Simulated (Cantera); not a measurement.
Feed: 1 mol Si, 2.3 mol HF, 26 mol N2, equilibrated at 1225 K and 0.975 Torr.

Cantera equilibrium calculation (NASA polynomials, part measured and part estimated; ideal gas, pure solids and liquids). Candidate condensed phases: Si, Si3N4; 37 gas species. N2 is the only nitrogen source here; it is nearly inert below about 1500 K, so the nitride shown seldom forms there in practice. The tables' values for SiF3, SiF2 are old estimates; treat these amounts as uncertain. Rates play no part.

Base state: N2 0.937, H2 0.0415, SiF4 0.0203, HF 0.000778, SiF3 0.000524, SiHF3 4.69e-5, SiF2 1.39e-5 (mole fractions); condensed: Si3N4(s).

Q: What changes in the equilibrium state with this change: HF from 2.3 to 1.5 mol?

A: 
| species | before | after |
|---|---|---|
| N2 | 0.937 | 0.958 |
| H2 | 0.0415 | 0.0278 |
| SiF4 | 0.0203 | 0.0136 |
| SiHF3 | 4.69e-5 | 2.83e-5 |
| SiF3 | 0.000524 | 0.000386 |
| HF | 0.000778 | 0.000578 |
| SiF2 | 1.39e-5 | 1.13e-5 |
| Si3N4(s), mol | 0.142 | 0.209 |
